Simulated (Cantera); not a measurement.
Cantera run, input and output.

```python
import numpy as np
import cantera as ct

gas = ct.Solution("h2o2.yaml")
gas.TPX = 600, 101325, {'H2': 1, 'O2': 0.588, 'N2': 2.21}
inlet = ct.Reservoir(gas, clone=True)
gas.equilibrate("HP")  # start burning
reactor = ct.IdealGasConstPressureReactor(gas, energy="on", clone=False)
exhaust = ct.Reservoir(gas, clone=True)
tau = [0.16, 0.062, 0.024, 0.0095, 0.0037, 0.0014, 0.00056, 0.00022, 8.6e-05, 3.3e-05][0]
for a, b in ((inlet, reactor), (reactor, exhaust)):
    ct.MassFlowController(a, b, mdot=lambda t: reactor.mass / tau)
net = ct.ReactorNet([reactor])
show = ['H2', 'O2', 'O', 'H2O2', 'H', 'H2O', 'OH']

rows = []
print(f"{'tau/s':>10s}{'T/K':>9s}" + "".join(f"{s:>11s}" for s in show))
for tau in [0.16, 0.062, 0.024, 0.0095, 0.0037, 0.0014, 0.00056, 0.00022, 8.6e-05, 3.3e-05]:
    net.initial_time = 0.0
    net.advance(30 * tau)
    before = gas.X
    net.advance(40 * tau)
    drift = np.max(np.abs(gas.X - before) / (gas.X + 1e-9))
    rows.append([gas.T, *gas[show].X, drift])
    print(f"{tau:10.3e}{gas.T:9.1f}" + "".join(f"{x:11.3e}" for x in gas[show].X))
```

Result:

```
     tau/s      T/K         H2         O2          O       H2O2          H        H2O         OH
 1.600e-01   2423.2  7.293e-03  2.678e-02  1.644e-03  2.806e-07  1.556e-03  2.868e-01  1.156e-02
 6.200e-02   2420.7  7.486e-03  2.683e-02  1.689e-03  2.785e-07  1.621e-03  2.864e-01  1.169e-02
 2.400e-02   2414.3  7.978e-03  2.697e-02  1.803e-03  2.738e-07  1.792e-03  2.855e-01  1.200e-02
 9.500e-03   2398.8  9.145e-03  2.731e-02  2.086e-03  2.658e-07  2.231e-03  2.834e-01  1.271e-02
 3.700e-03   2362.5  1.178e-02  2.814e-02  2.774e-03  2.603e-07  3.400e-03  2.786e-01  1.414e-02
 1.400e-03   2287.9  1.675e-02  2.993e-02  4.264e-03  2.825e-07  6.337e-03  2.693e-01  1.626e-02
 5.600e-04   2176.4  2.310e-02  3.266e-02  6.581e-03  3.610e-07  1.185e-02  2.567e-01  1.795e-02
 2.200e-04   2025.3  2.991e-02  3.641e-02  9.671e-03  5.540e-07  2.105e-02  2.415e-01  1.828e-02
 8.600e-05   1844.4  3.621e-02  4.124e-02  1.285e-02  1.049e-06  3.398e-02  2.253e-01  1.664e-02
 3.300e-05   1640.3  4.409e-02  4.846e-02  1.474e-02  2.399e-06  4.906e-02  2.069e-01  1.315e-02
```

Computed with Cantera and the H2/O2 subset of GRI-Mech 3.0, which has no nitrogen chemistry.
